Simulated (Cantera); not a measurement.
A Cantera script and what it prints.

```python
import numpy as np
import cantera as ct

gas_names = [...]  # 151 gases of nasa_gas.yaml made of C, H, N, O, Si
cond_names = """
    C(gr) C6H6(L) C7H8(L) C8H18(L),n-octa H2O(s) H2O(L) Si(cr) Si(L) SiC(b) SiO2(Lqz) SiO2(hqz) SiO2(L)
    Si2N2O(s) Si3N4(a)
""".split()


# ... load() reads the species with a 1 bar reference pressure and builds the phases ...
atoms = {
    'TEOS': {'Si': 1, 'C': 8, 'H': 20, 'O': 4},
    'N2O': {'N': 2, 'O': 1},
}
top_T = {'C(gr)': 4500, 'SiC(b)': 3050, 'Si2N2O(s)': 2100, 'Si3N4(a)': 2400}  # K; cautious upper limits of use, not melting points


# ... equilibrate(T, P, feed) seeds the gas with the atoms and calls Mixture.equilibrate('TP', solver="vcs", rtol=1e-11, max_steps=5000) ...
results = []
feed = {'TEOS': 1, 'N2O': 21}  # mol
P = 10000  # Pa
for T in [1550, 1600, 1650, 1700, 1750, 1800, 1850, 1900, 1950]:
    mix = equilibrate(T, P, feed)
    results.append((T, P, feed, dict(zip(mix.species_names, mix.species_moles))))

top = {s: max(r[3][s] / sum(r[3][g] for g in gas_names) for r in results) for s in gas_names}
cols = sorted((s for s in top if top[s] > 0.001), key=lambda s: -top[s])[:5]
seen = [c for c in cond_names if any(r[3].get(c, 0) > 1e-12 for r in results)]
print("log10 of partial pressures in bar; condensed amounts in mol")
print(f"{'T/K':>10s}" + "".join(f"{s[:9]:>10s}" for s in cols + seen))
for T, P, feed, n in results:
    ng = sum(n[g] for g in gas_names)
    print(f"{T:10.4g}" + "".join(f"{np.log10(max(n[s] / ng * P / 1e5, 1e-99)):10.3f}" for s in cols)
          + "".join(f"{n.get(c, 0):10.4g}" for c in seen))
```

Result:

```
log10 of partial pressures in bar; condensed amounts in mol
       T/K        N2       H2O       CO2        CO        H2 SiO2(hqz)   SiO2(L)
      1550    -1.269    -1.639    -1.810    -2.299    -2.574         1         0
      1600    -1.269    -1.637    -1.813    -2.290    -2.592         1         0
      1650    -1.269    -1.635    -1.816    -2.282    -2.608         1         0
      1700    -1.269    -1.633    -1.818    -2.275    -2.624         0         1
      1750    -1.269    -1.632    -1.820    -2.268    -2.639         0         1
      1800    -1.269    -1.631    -1.823    -2.262    -2.653         0    0.9999
      1850    -1.269    -1.630    -1.825    -2.257    -2.666         0    0.9998
      1900    -1.269    -1.629    -1.827    -2.252    -2.678         0    0.9995
      1950    -1.269    -1.628    -1.829    -2.247    -2.690         0    0.9989
```

Equilibrium computed with Cantera from the NASA thermochemical tables; the gas is ideal and each condensed phase is pure. The feed counts by its element totals alone. The tables hold silica as quartz up to 1696 K and as liquid above; real silica turns to tridymite and cristobalite and melts near 1996 K. Gases not in the tables: Si(OH)4.
